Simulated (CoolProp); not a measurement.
Aqueous potassium carbonate as a coolant, at -1 °C, 1 atm.

Values from CoolProp's Melinder's fits for secondary coolants.

```json
[
 {"mass %": "6.9", "freezing point (°C)": "-2.4", "density (kg/m³)": "1067", "conductivity (W/(m K))": "0.557", "viscosity (mPa s)": "2.08", "Prandtl number": "14.1"},
 {"mass %": "11", "freezing point (°C)": "-4.0", "density (kg/m³)": "1107", "conductivity (W/(m K))": "0.553", "viscosity (mPa s)": "2.26", "Prandtl number": "14.8"},
 {"mass %": "15.1", "freezing point (°C)": "-5.9", "density (kg/m³)": "?", "conductivity (W/(m K))": "0.549", "viscosity (mPa s)": "?", "Prandtl number": "15.7"},
 {"mass %": "19.2", "freezing point (°C)": "-8.3", "density (kg/m³)": "1190", "conductivity (W/(m K))": "0.545", "viscosity (mPa s)": "2.80", "Prandtl number": "17.0"},
 {"mass %": "23.3", "freezing point (°C)": "-11.3", "density (kg/m³)": "?", "conductivity (W/(m K))": "0.541", "viscosity (mPa s)": "3.23", "Prandtl number": "18.8"},
 {"mass %": "27.4", "freezing point (°C)": "-15.3", "density (kg/m³)": "1279", "conductivity (W/(m K))": "?", "viscosity (mPa s)": "3.85", "Prandtl number": "?"},
 {"mass %": "31.5", "freezing point (°C)": "-20.8", "density (kg/m³)": "1325", "conductivity (W/(m K))": "0.533", "viscosity (mPa s)": "?", "Prandtl number": "?"},
 {"mass %": "35.6", "freezing point (°C)": "?", "density (kg/m³)": "1373", "conductivity (W/(m K))": "0.528", "viscosity (mPa s)": "6.05", "Prandtl number": "31.8"},
 {"mass %": "39.7", "freezing point (°C)": "-36.8", "density (kg/m³)": "1421", "conductivity (W/(m K))": "0.523", "viscosity (mPa s)": "7.98", "Prandtl number": "40.9"}
]
```

**Question.** Complete the blanks.

**Answer.** 
- 15.1, density (kg/m³): 1148
- 15.1, viscosity (mPa s): 2.49
- 23.3, density (kg/m³): 1234
- 27.4, conductivity (W/(m K)): 0.537
- 27.4, Prandtl number: 21.6
- 31.5, viscosity (mPa s): 4.74
- 31.5, Prandtl number: 25.6
- 35.6, freezing point (°C): -27.8
